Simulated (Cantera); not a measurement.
Input (Python, Cantera):

```python
import numpy as np
import cantera as ct

gas = ct.Solution("gri30.yaml")
gas.TPX = 375, 70000, {'CH4': 1, 'H2': 0.78, 'O2': 1.49, 'N2': 5.62}
inlet = ct.Reservoir(gas, clone=True)
gas.equilibrate("HP")  # start burning
reactor = ct.IdealGasConstPressureReactor(gas, energy="on", clone=False)
exhaust = ct.Reservoir(gas, clone=True)
tau = [0.14, 0.044, 0.014, 0.0044, 0.0014, 0.00043, 0.00014, 4.3e-05, 1.3e-05, 4.2e-06][0]
for a, b in ((inlet, reactor), (reactor, exhaust)):
    ct.MassFlowController(a, b, mdot=lambda t: reactor.mass / tau)
net = ct.ReactorNet([reactor])
show = ['CH4', 'H2', 'O2', 'H2O', 'C2H4', 'CH2', 'H2O2']

rows = []
print(f"{'tau/s':>10s}{'T/K':>9s}" + "".join(f"{s:>11s}" for s in show))
for tau in [0.14, 0.044, 0.014, 0.0044, 0.0014, 0.00043, 0.00014, 4.3e-05, 1.3e-05, 4.2e-06]:
    net.initial_time = 0.0
    net.advance(30 * tau)
    before = gas.X
    net.advance(40 * tau)
    drift = np.max(np.abs(gas.X - before) / (gas.X + 1e-9))
    rows.append([gas.T, *gas[show].X, drift])
    print(f"{tau:10.3e}{gas.T:9.1f}" + "".join(f"{x:11.3e}" for x in gas[show].X))
```

Result:

```
     tau/s      T/K        CH4         H2         O2        H2O       C2H4        CH2       H2O2
 1.400e-01   1953.2  1.058e-03  1.093e-01  1.605e-04  1.840e-01  3.362e-06  1.156e-06  2.109e-09
 4.400e-02   1952.7  1.659e-03  1.062e-01  4.021e-04  1.856e-01  1.105e-05  2.891e-06  5.454e-09
 1.400e-02   1947.2  2.211e-03  1.031e-01  9.248e-04  1.871e-01  2.819e-05  6.726e-06  1.373e-08
 4.400e-03   1932.2  2.802e-03  1.003e-01  2.076e-03  1.877e-01  6.427e-05  1.454e-05  3.455e-08
 1.400e-03   1897.8  3.947e-03  9.735e-02  4.917e-03  1.868e-01  1.521e-04  2.732e-05  9.179e-08
 4.300e-04    375.0  1.125e-01  8.774e-02  1.676e-01 -6.564e-16 -9.954e-18  4.062e-34 -1.428e-19
 1.400e-04    375.0  1.125e-01  8.774e-02  1.676e-01 -1.951e-19 -2.959e-21  3.949e-36 -4.246e-23
 4.300e-05    375.0  1.125e-01  8.774e-02  1.676e-01 -1.233e-20 -1.869e-22 -1.973e-38 -2.682e-24
 1.300e-05    375.0  1.125e-01  8.774e-02  1.676e-01 -7.786e-22 -1.181e-23  1.800e-38 -1.694e-25
 4.200e-06    375.0  1.125e-01  8.774e-02  1.676e-01 -4.918e-23 -7.459e-25 -2.663e-39 -1.070e-26
```

Model: GRI-Mech 3.0 (53 species, 325 reactions), integrated in Cantera.
